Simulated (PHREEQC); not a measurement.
0.017 g of hydrous ferric oxide (600 m²/g; 0.2 weak and 0.005 strong sites per Fe, Dzombak-Morel constants, diffuse double layer) in 1 kg of water with 0.05 mol/kgw of an inert sodium salt and 7.9e-05 mol/kgw MnCl2, at 25 °C; the pH is set by adding NaOH or the inert anion's acid. No oxygen is let in. CO2 from the air is kept out. No solid was allowed to form.

Base run: PHREEQC, ion-association model, wateq4f.dat. Each further column changes one thing. The table gives surface charge σ (C/m²).

```
pH    base  background salt from 0.05 to 0.005 mol/kgw  oxide from 0.017 to 0.085 g/kgw  6.1e-06 mol/kgw BaCl2 added
---  -----  ------------------------------------------  -------------------------------  ---------------------------
3    0.357                                         ___                            0.357                        0.357
4.5  0.238                                         ___                            0.239                        0.239
5.5  0.130                                         ___                            0.130                        0.130
7    0.036                                       0.014                            0.036                        0.036
8.5  0.014                                       0.006                            0.008                        0.014
9.5  0.014                                       0.006                              ___                        0.014
11   0.008                                         ___                              ___                        0.008
```

### Question
Complete the blanks.

### Answer

- 3, background salt from 0.05 to 0.005 mol/kgw: 0.304
- 4.5, background salt from 0.05 to 0.005 mol/kgw: 0.133
- 5.5, background salt from 0.05 to 0.005 mol/kgw: 0.061
- 9.5, oxide from 0.017 to 0.085 g/kgw: -0.007
- 11, background salt from 0.05 to 0.005 mol/kgw: 0.003
- 11, oxide from 0.017 to 0.085 g/kgw: -0.047

In at least one series the solution becomes supersaturated in solids that the run did not let form, among them Pyrochroite. The oxide is taken as insoluble; below pH 4 it would dissolve.
